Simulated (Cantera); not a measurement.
A closed system holds: 1 mol Si₃N₄, 5.9 mol O₂, held at 540 Pa.

Cantera equilibrium calculation (NASA polynomials, part measured and part estimated; ideal gas, pure solids and liquids). Candidate condensed phases: Si, SiO₂, Si₂N₂O, Si₃N₄; 16 gas species. The tables hold silica as quartz up to 1696 K and as liquid above; real silica turns to tridymite and cristobalite and melts near 1996 K. Equilibrium is a limit: real reactors are often held back by kinetics, nucleation or transport.

x: gas mole fraction; n: condensed amount in mol.

```csv
T (K),x O₂,x N₂,x NO,x O,n SiO₂(α-quartz),n SiO₂(β-quartz),n SiO₂(condensed)
775,0.592,0.408,1.55e-6,<1e-12,3.00,0,0
875,0.592,0.408,7.86e-6,2.15e-11,0,3.00,0
975,0.592,0.408,2.85e-5,7.55e-10,0,3.00,0
1075,0.592,0.408,8.14e-5,1.37e-8,0,3.00,0
1175,0.592,0.408,0.000194,1.53e-7,0,3.00,0
1275,0.592,0.408,[?],[?],0,3.00,0
1375,0.591,0.408,0.000758,6.66e-6,0,3.00,0
1475,0.591,0.408,0.00130,3.00e-5,0,3.00,0
1575,0.591,0.407,[?],[?],0,3.00,0
1675,0.590,0.407,0.00317,0.000357,0,3.00,0
1775,0.589,0.406,0.00458,0.001000,0,0,3.00
```

### Question
Complete the blanks.

### Answer

- 1575, x NO: 0.00209
- 1575, x O: 0.000112
- 1275, x NO: 0.000405
- 1275, x O: 1.17e-6
